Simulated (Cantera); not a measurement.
An adiabatic, constant-volume homogeneous reactor starts with 7.77 % C3H8, 17.6 % O2, 66.5 % N2, 7.77 % H2O, 0.334 % CO2, equivalence ratio 2.2, at 1775 K and 1100000 Pa.

Cantera simulation using GRI-Mech 3.0 (53 species, 325 reactions); the numbers are that mechanism's predictions, not measurements. GRI-Mech 3.0 was tuned for natural gas; its chemistry of propane as a main component is partial and can be far from experiment.

Problem. Predict: time of steepest temperature rise; temperature at 1.00 s; equilibrium temperature; x(O2) at 1.00 s; x(H2O) at 1.00 s.

Solution. 
- time of steepest temperature rise: 2.54 µs
- temperature at 1.00 s: 2967 K
- equilibrium temperature: 2967 K
- x(O2) at 1.00 s: 4.65e-5 (gas-phase equilibrium 4.65e-5)
- x(H2O) at 1.00 s: 0.132 (gas-phase equilibrium 0.132)
